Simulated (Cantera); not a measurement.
Feed: 1 mol NiS, 340 mol H2, held at 1.10 bar.

Equilibrium computed with Cantera from the NASA thermochemical tables; the gas is ideal and each condensed phase is pure. Candidate condensed phases: Ni, NiS, NiS2, Ni3S2, Ni3S4, S; 9 gas species. Metal and sulfide melt together well below either melting point, which pure phases cannot show. Rates play no part.

log p: log10 of the partial pressure in bar; n: condensed amount in mol.

```
T (K)  log p H2  log p H2S  log p SH  log p H  log p S2  log p S  n Ni3S2(s)  n Ni(s)
-----  --------  ---------  --------  -------  --------  -------  ----------  -------
698        0.04      -2.97    -11.91     <-11      <-11     <-11       0.333        0
773        0.04      -2.97    -10.72     <-11      <-11     <-11       0.333        0
848        0.04      -2.91     -9.68   -10.70       ___     <-11       0.308   0.0768
923        0.04      -2.65     -8.61    -9.59       ___     <-11       0.155    0.536
998        0.04      -2.49     -7.75    -8.65       ___     <-11           0     1.00
1073       0.04      -2.49     -7.14    -7.83       ___   -11.74           0     1.00
1148       0.04      -2.49     -6.62    -7.12       ___   -10.76           0     1.00
1223       0.04      -2.49     -6.16    -6.50       ___    -9.91           0     1.00
1298       0.04      -2.49     -5.75    -5.95       ___    -9.15           0     1.00
1373       0.04      -2.49     -5.39    -5.46       ___    -8.47           0    1.000
```

Question: Complete the blanks.

Answer: 
- 848, log p S2: -11.84
- 923, log p S2: -10.43
- 998, log p S2: -9.35
- 1073, log p S2: -8.69
- 1148, log p S2: -8.11
- 1223, log p S2: -7.61
- 1298, log p S2: -7.16
- 1373, log p S2: -6.77
